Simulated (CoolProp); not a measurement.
Acetone along the isotherm 46.35 °C: fugacity coefficient from the reference equation and from simpler models built on Tc = 235.0 °C, pc = 4.692 MPa, ω = 0.307; each cubic takes its own stable root.

Computed with CoolProp (reference Helmholtz-energy equation of state, Lemmon 2006). It is a short technical equation, of lower accuracy than the large ones.

```csv
p (MPa),phase,reference,van der Waals,Redlich-Kwong,Soave-Redlich-Kwong,Peng-Robinson
0.147,liquid,0.4698,0.9728,0.9617,0.4676,0.4738
0.293,liquid,0.2367,0.9458,___,0.2358,0.2388
0.44,liquid,0.1583,0.9186,0.3410,0.1579,0.1598
0.587,liquid,0.1191,0.8190,0.2571,0.1190,___
0.733,liquid,0.09581,0.6613,0.2070,0.09581,0.09684
0.88,liquid,0.08014,0.5553,0.1734,0.08024,0.08105
1.03,liquid,0.06877,0.4785,0.1490,0.06893,0.06958
1.17,liquid,0.06078,0.4245,0.1319,0.06099,0.06154
1.32,liquid,0.05411,0.3795,0.1176,0.05436,0.05481
1.47,liquid,0.04880,0.3436,0.1062,0.04908,0.04946
1.61,liquid,0.04473,0.3162,0.09746,0.04504,0.04536
1.76,liquid,0.04110,0.2917,___,0.04143,0.04170
1.91,liquid,0.03803,0.2710,0.08309,0.03839,0.03861
2.05,liquid,___,0.2545,0.07783,0.03595,0.03614
2.2,liquid,0.03329,0.2391,0.07294,0.03368,0.03384
2.35,liquid,0.03130,0.2257,0.06867,0.03171,0.03183
```

**Question.** Complete the blanks.

**Answer.** 
- 0.293, Redlich-Kwong: 0.5093
- 0.587, Peng-Robinson: 0.1204
- 1.76, Redlich-Kwong: 0.08966
- 2.05, reference: 0.03558

At some of these states van der Waals, Redlich-Kwong gives the other phase, because its saturation line lies elsewhere.
